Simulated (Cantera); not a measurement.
Input: 1 mol Zr, 3.6 mol N₂, equilibrated at 2450 °C and 100000 Pa.

Method: chemical equilibrium by Gibbs-energy minimisation in Cantera with the NASA 1993 tables (ideal gas, pure condensed phases). Candidate condensed phases: Zr, ZrN; 4 gas species. ZrN: taken at fixed stoichiometry. Kinetics and transport are ignored.

Base state: N₂ 1.000 (mole fractions); condensed: ZrN(s).

Q: What changes in the equilibrium state with this change: pressure from 100000 Pa to 3.40 Pa?

A: 
| species | before | after |
|---|---|---|
| N₂ | 1.000 | 0.782 |
| Zr | 1.79e-7 | 0.217 |
| N | 1.95e-6 | 0.000296 |
| ZrN(s), mol | 1.000 | 0 |
